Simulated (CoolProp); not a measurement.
Vapour-liquid equilibrium of CH2F2 (R32) (1) + R236FA (2) at 247.6 K; x and y are mole fractions of (1).

Values from CoolProp's multi-fluid Helmholtz-energy mixture model, Tillner-Roth 1997 and Pan 2012; pair parameters Bell 2016.

```json
[
 {"x": "0.05", "bubble pressure (MPa)": "0.04759", "y at the bubble point": "0.335", "dew pressure at overall composition x (MPa)": "0.03459", "liquid density (mol/L)": "10.29"},
 {"x": "0.2", "bubble pressure (MPa)": "0.09325", "y at the bubble point": "0.706", "dew pressure at overall composition x (MPa)": "0.04041", "liquid density (mol/L)": "11.31"},
 {"x": "0.35", "bubble pressure (MPa)": "0.1390", "y at the bubble point": "0.835", "dew pressure at overall composition x (MPa)": "0.04857", "liquid density (mol/L)": "12.51"},
 {"x": "0.5", "bubble pressure (MPa)": "0.1830", "y at the bubble point": "0.899", "dew pressure at overall composition x (MPa)": "0.06086", "liquid density (mol/L)": "13.94"},
 {"x": "0.65", "bubble pressure (MPa)": "0.2255", "y at the bubble point": "0.940", "dew pressure at overall composition x (MPa)": "0.08144", "liquid density (mol/L)": "15.70"},
 {"x": "0.8", "bubble pressure (MPa)": "0.2679", "y at the bubble point": "0.969", "dew pressure at overall composition x (MPa)": "0.1227", "liquid density (mol/L)": "17.89"},
 {"x": "0.95", "bubble pressure (MPa)": "0.3120", "y at the bubble point": "0.993", "dew pressure at overall composition x (MPa)": "0.2394", "liquid density (mol/L)": "20.73"}
]
```

No azeotrope shows between x = 0.05 and 0.95.

Pair parameters are fitted to limited data, so mixtures are less certain than the pure fluids.
